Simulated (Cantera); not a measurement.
A perfectly stirred reactor is fed with CH4 : O2 : N2 = 1 : 3.39 : 12.7 (molar parts), equivalence ratio 0.59, at 1000000 Pa; it is adiabatic with a 598 K inlet, and is followed from long to short residence time, starting on the burning branch (τ in s: 0.15, 0.046, 0.013, 0.0039, 0.0012, 0.00034, 0.0001, 3e-05, 8.7e-06).

Detailed kinetics in Cantera: GRI-Mech 3.0 (53 species, 325 reactions).

**Question.** What does this change do: O2 3.39 to 4.3 parts?

**Answer.** 
| quantity | before | after |
|---|---|---|
| blow-out, bracketed by the residence times tried | burning at 0.100 ms, out at 30.0 µs | burning at 0.340 ms, out at 0.100 ms |
| x(CH4) at τ = 0.150 s | 1.66e-6 | 2.06e-6 |
| x(O2) at τ = 0.150 s | 0.0812 | 0.128 |
| x(NO) at τ = 0.150 s | 9.62e-5 | 4.26e-5 |
| x(N2O) at τ = 0.150 s | 6.20e-7 | 6.26e-7 |
| x(H2O2) at τ = 0.150 s | 1.38e-7 | 1.34e-7 |
| x(CH4) at τ = 1.20 ms | 8.56e-5 | 0.000107 |
| x(O2) at τ = 1.20 ms | 0.0819 | 0.128 |
| x(NO) at τ = 1.20 ms | 8.85e-6 | 4.30e-6 |
| x(N2O) at τ = 1.20 ms | 2.19e-6 | 2.40e-6 |
| x(H2O2) at τ = 1.20 ms | 4.57e-7 | 4.96e-7 |
